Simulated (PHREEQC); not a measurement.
Solution (25 °C): 0.15 mol CdSO4 and 0.0014 mol H2SO4 per kg of water. Closed to the air; pH follows from the charge balance.

The numbers come from PHREEQC with the ion-association model, phreeqc.dat.

Question: The ionic strength comes out as 0.269 mol/kgw. What activity coefficients do HSO4-, H+, Cd(SO4)2-2, SO4-2, Cd+2 get?

Answer: HSO4- 0.74, H+ 0.79, Cd(SO4)2-2 0.29, SO4-2 0.26, Cd+2 0.29.

Precipitation was switched off in this run.
